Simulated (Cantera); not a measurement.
A closed system holds: 1 mol SiH2Cl2, 0.04 mol HCl, 12 mol H2, equilibrated at 75.0 Torr.

Cantera equilibrium calculation (NASA polynomials, part measured and part estimated; ideal gas, pure solids and liquids). Candidate condensed phases: Si; 19 gas species. Gases not in the tables: Si2H6 and higher silanes. Rates play no part.

### Question
What share of the Si ends up in condensed phases as a function of T (K), at 900, 1050, 1200, 1350, 1500, 1650, 1800, 1950, 2100, 2250, 2400?

### Answer
| T (K) | Si condensed (%) | as |
|---|---|---|
| 900 | 46.4 | Si(s) |
| 1050 | 51.5 | Si(s) |
| 1200 | 58.3 | Si(s) |
| 1350 | 60.7 | Si(s) |
| 1500 | 59.6 | Si(s) |
| 1650 | 58.1 | Si(s) |
| 1800 | 60.5 | Si(l) |
| 1950 | 63.3 | Si(l) |
| 2100 | 63.7 | Si(l) |
| 2250 | 57.3 | Si(l) |
| 2400 | 29.8 | Si(l) |
